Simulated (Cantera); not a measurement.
## toluene + O2 (carbon deposition, reforming and gasification)

A closed system holds: 1 mol toluene, 0.49 mol O2, equilibrated at 0.133 bar.

These are equilibrium values from Cantera (NASA tables, ideal gas, pure condensed phases), not measurements of a reactor. Candidate condensed phases: C, C6H6, C7H8, C8H18, H2O; 110 gas species. The numbers say what is thermodynamically allowed, not how fast it happens.

From 500 K to 2900 K the condensed part is C(graphite). The main C-bearing gas is CH4 at 500 K and CO at 2900 K. The share of C in condensed phases is highest at 900 K (87.8 %) and lowest at 500 K (78.0 %).

```json
[
 {"T (K)": "500", "x H2": "0.0420", "x CH4": "0.589", "x H2O": "0.353", "x H": "<1e-12", "x CO": "1.42e-5", "x CO2": "0.0163", "x C2H2 (acetylene)": "<1e-12", "n C(graphite)": "5.46"},
 {"T (K)": "700", "x H2": "0.478", "x CH4": "0.259", "x H2O": "0.220", "x H": "<1e-12", "x CO": "0.00806", "x CO2": "0.0349", "x C2H2 (acetylene)": "<1e-12", "n C(graphite)": "6.01"},
 {"T (K)": "900", "x H2": "0.778", "x CH4": "0.0252", "x H2O": "0.0364", "x H": "2.82e-10", "x CO": "0.144", "x CO2": "0.0155", "x C2H2 (acetylene)": "4.38e-11", "n C(graphite)": "6.14"},
 {"T (K)": "1100", "x H2": "0.800", "x CH4": "0.00306", "x H2O": "0.00186", "x H": "6.33e-8", "x CO": "0.195", "x CO2": "0.000448", "x C2H2 (acetylene)": "1.06e-8", "n C(graphite)": "6.02"},
 {"T (K)": "1300", "x H2": "0.802", "x CH4": "0.000675", "x H2O": "0.000192", "x H": "2.71e-6", "x CO": "0.197", "x CO2": "2.67e-5", "x C2H2 (acetylene)": "4.62e-7", "n C(graphite)": "6.02"},
 {"T (K)": "1500", "x H2": "0.803", "x CH4": "0.000221", "x H2O": "3.62e-5", "x H": "4.32e-5", "x CO": "0.197", "x CO2": "3.43e-6", "x C2H2 (acetylene)": "7.25e-6", "n C(graphite)": "6.02"},
 {"T (K)": "1700", "x H2": "0.803", "x CH4": "9.41e-5", "x H2O": "1.02e-5", "x H": "0.000362", "x CO": "0.197", "x CO2": "7.29e-7", "x C2H2 (acetylene)": "5.89e-5", "n C(graphite)": "6.02"},
 {"T (K)": "1900", "x H2": "0.801", "x CH4": "4.81e-5", "x H2O": "3.75e-6", "x H": "0.00195", "x CO": "0.197", "x CO2": "2.18e-7", "x C2H2 (acetylene)": "0.000306", "n C(graphite)": "6.02"},
 {"T (K)": "2100", "x H2": "0.795", "x CH4": "2.78e-5", "x H2O": "1.67e-6", "x H": "0.00761", "x CO": "0.196", "x CO2": "8.33e-8", "x C2H2 (acetylene)": "0.00115", "n C(graphite)": "6.01"},
 {"T (K)": "2300", "x H2": "0.779", "x CH4": "1.73e-5", "x H2O": "8.44e-7", "x H": "0.0234", "x CO": "0.194", "x CO2": "3.76e-8", "x C2H2 (acetylene)": "0.00337", "n C(graphite)": "5.99"},
 {"T (K)": "2500", "x H2": "0.742", "x CH4": "1.10e-5", "x H2O": "4.59e-7", "x H": "0.0593", "x CO": "0.191", "x CO2": "1.91e-8", "x C2H2 (acetylene)": "0.00802", "n C(graphite)": "5.94"},
 {"T (K)": "2700", "x H2": "0.672", "x CH4": "6.71e-6", "x H2O": "2.54e-7", "x H": "0.128", "x CO": "0.184", "x CO2": "1.04e-8", "x C2H2 (acetylene)": "0.0158", "n C(graphite)": "5.84"},
 {"T (K)": "2900", "x H2": "0.562", "x CH4": "3.66e-6", "x H2O": "1.36e-7", "x H": "0.236", "x CO": "0.173", "x CO2": "5.81e-9", "x C2H2 (acetylene)": "0.0259", "n C(graphite)": "5.68"}
]
```
x: gas mole fraction; n: condensed amount in mol.
